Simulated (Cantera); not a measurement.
Input: 1 mol Zr, 0.66 mol N2O, held at 0.133 bar.

Cantera equilibrium calculation (NASA polynomials, part measured and part estimated; ideal gas, pure solids and liquids). Candidate condensed phases: Zr, ZrN, ZrO2; 13 gas species. Mutual solubility and eutectic melting of coexisting phases are not modelled. ZrN: taken at fixed stoichiometry. Condensed phases not in the tables: solid solutions among these carbides, nitrides and lower oxides. The numbers say what is thermodynamically allowed, not how fast it happens.

log p: log10 of the partial pressure in bar; n: condensed amount in mol.

```csv
T (K),log p N2,log p N,log p NO,log p ZrO,n ZrN(s),n ZrO2(monoclinic),n ZrO2(tetragonal)
1373,-0.88,<-12,<-12,<-12,0.670,0.330,0
1423,-0.88,<-12,<-12,<-12,0.670,0.330,0
1473,-0.88,<-12,<-12,<-12,0.670,0.330,0
1523,-0.88,<-12,<-12,<-12,0.670,0,0.330
1573,-0.88,<-12,-12.72,<-12,0.670,0,0.330
1623,-0.88,-12.39,-12.26,<-12,0.670,0,0.330
1673,-0.88,-11.93,-11.83,<-12,0.670,0,0.330
1723,-0.88,-11.50,-11.42,?,0.670,0,0.330
1773,-0.88,-11.09,-11.03,?,0.670,0,0.330
1823,-0.88,-10.70,-10.66,?,0.670,0,0.330
1873,-0.88,-10.33,-10.32,?,0.670,0,0.330
1923,-0.88,-9.98,-9.99,?,0.670,0,0.330
1973,-0.88,-9.65,-9.68,?,0.670,0,0.330
```

Q: What belongs in the gaps?

A: 
- 1723, log p ZrO: -12.78
- 1773, log p ZrO: -12.10
- 1823, log p ZrO: -11.46
- 1873, log p ZrO: -10.85
- 1923, log p ZrO: -10.27
- 1973, log p ZrO: -9.73
